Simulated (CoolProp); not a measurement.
The numbers come from the reference Helmholtz-energy equation of state, Leachman 2009 in CoolProp.

Question: For normal hydrogen, give the phase and the cp (kJ/(kg K)), speed of sound (m/s), Joule-Thomson coefficient (K/MPa), viscosity (µPa s) at -212.95 °C and 1.01 bar; -109.25 °C and 1.01 bar; 63.55 °C and 1.01 bar.

Answer: 
- -212.95 °C and 1.01 bar: gas; cp 10.5, speed of sound 641, Joule-Thomson coefficient 3.56, viscosity 2.80
- -109.25 °C and 1.01 bar: gas; cp 12.9, speed of sound 998, Joule-Thomson coefficient 0.241, viscosity 5.87
- 63.55 °C and 1.01 bar: gas; cp 14.4, speed of sound 1400, Joule-Thomson coefficient -0.362, viscosity 9.68

Viscosity comes from a separate model (Muzny 2013).
